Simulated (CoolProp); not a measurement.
A simple Rankine cycle with n-perfluorohexane: condensing at 290.15 K, boiler at 0.181 MPa, turbine inlet 388.5 K, turbine efficiency 0.75, pump efficiency 0.7, no recuperator. Each further row changes one setting.

The numbers come from the reference Helmholtz-energy equation of state, Gao 2022 in CoolProp.

| case | thermal efficiency (%) | net work (kJ/kg) | heat in (kJ/kg) | turbine exit temperature (K) | volume ratio over the turbine |
|---|---|---|---|---|---|
| as stated | 8.1 | 14.6 | 179 | 370.7 | 8.94 |
| turbine inlet 408.5 K | 7.8 | 15.4 | 199 | 390.4 | 8.86 |
| condensing temperature 282.15 K | 9.2 | 17.2 | 188 | 367.7 | 13.1 |
| boiler pressure 0.127 MPa | 6.9 | 12.4 | 180 | 373.8 | 6.19 |
| turbine efficiency 0.65 | 7.0 | 12.6 | 179 | 372.8 | 8.99 |
